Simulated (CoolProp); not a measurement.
Carbonyl sulfide at 298.15 K and 1.94 MPa is throttled through a valve to 1.21 MPa with no heat exchange. Each further row changes one setting.

Computed with CoolProp (reference Helmholtz-energy equation of state, Lemmon 2006). It is a short technical equation, of lower accuracy than the large ones.

```json
[
 {"case": "as stated", "temperature change (K)": "…", "final phase": "two-phase, vapour fraction 0.013", "final density (kg/m³)": "737"},
 {"case": "outlet pressure 0.363 MPa", "temperature change (K)": "…", "final phase": "…", "final density (kg/m³)": "54.1"},
 {"case": "outlet pressure 1.57 MPa", "temperature change (K)": "…", "final phase": "…", "final density (kg/m³)": "…"}
]
```

Q: Complete the blanks.

A: 
- as stated, temperature change (K): -2.3
- outlet pressure 0.363 MPa, temperature change (K): -43.2
- outlet pressure 0.363 MPa, final phase: two-phase, vapour fraction 0.196
- outlet pressure 1.57 MPa, temperature change (K): +0.0
- outlet pressure 1.57 MPa, final phase: liquid
- outlet pressure 1.57 MPa, final density (kg/m³): 991
